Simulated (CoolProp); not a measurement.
The fluid at 386.45 K and 19.5 MPa is throttled through a valve to 4.41 MPa with no heat exchange. The same conditions are run with several fluids, on thermodynamics alone (safety and materials aside).

Values from CoolProp's reference Helmholtz-energy equation of state of each fluid (oxygen: Schmidt 1985; carbon monoxide: Lemmon 2006; nitrous oxide: Lemmon 2006; R410A: Lemmon 2003; R22: Kamei 1995). Blends and air are pseudo-pure fits.

Task: Rank oxygen, carbon monoxide, nitrous oxide, R410A, R22 by temperature change (K), highest first.

Result: carbon monoxide (-12.0), oxygen (-17.9), R22 (-23.7), R410A (-46.9), nitrous oxide (-89.2)

```json
[
 {"fluid": "oxygen", "final phase": "gas", "final density (kg/m³)": "46.3"},
 {"fluid": "carbon monoxide", "final phase": "supercritical", "final density (kg/m³)": "39.3"},
 {"fluid": "nitrous oxide", "final phase": "gas", "final density (kg/m³)": "113"},
 {"fluid": "R410A", "final phase": "two-phase, vapour fraction 0.676", "final density (kg/m³)": "338"},
 {"fluid": "R22", "final phase": "two-phase, vapour fraction 0.128", "final density (kg/m³)": "636"}
]
```

Above 300 K oxygen's equation is extrapolated.
